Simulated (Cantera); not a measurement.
Equilibrium for thermal oxidation and active oxidation of silicon: Si + O2 + H2 + CO2

Charge: 1 mol Si, 0.53 mol O2, 13 mol H2, 0.26 mol CO2, held at 2.40 mbar.

Cantera equilibrium calculation (NASA polynomials, part measured and part estimated; ideal gas, pure solids and liquids). Candidate condensed phases: C, C6H6, C7H8, C8H18, H2O, Si, SiC, SiO2; 123 gas species. The tables hold silica as quartz up to 1696 K and as liquid above; real silica turns to tridymite and cristobalite and melts near 1996 K. Equilibrium is a limit: real reactors are often held back by kinetics, nucleation or transport.

```tsv
T (K)	log p H2	log p H	log p SiO	log p H2O	log p CO	n SiO2(condensed)
1723	-2.65	-5.07	-3.90	-5.09	-4.35	0.273
1773	-2.66	-4.88	-3.87	-4.69	-4.36	0.198
1823	-2.67	-4.70	-3.80	-4.34	-4.36	0.0480
1873	-2.68	-4.53	-3.78	-4.27	-4.36	0
1923	-2.68	-4.37	-3.78	-4.28	-4.37	0
1973	-2.68	-4.21	-3.78	-4.28	-4.37	0
2023	-2.69	-4.07	-3.78	-4.28	-4.37	0
2073	-2.69	-3.93	-3.78	-4.28	-4.37	0
2123	-2.70	-3.80	-3.79	-4.29	-4.38	0
2173	-2.71	-3.67	-3.79	-4.30	-4.38	0
2223	-2.73	-3.56	-3.80	-4.31	-4.39	0
```
log p: log10 of the partial pressure in bar; n: condensed amount in mol.

From 1723 K to 1823 K the condensed part is SiO2(condensed). From 1873 K to 2223 K nothing is condensed. The main Si-bearing gas is SiO throughout.
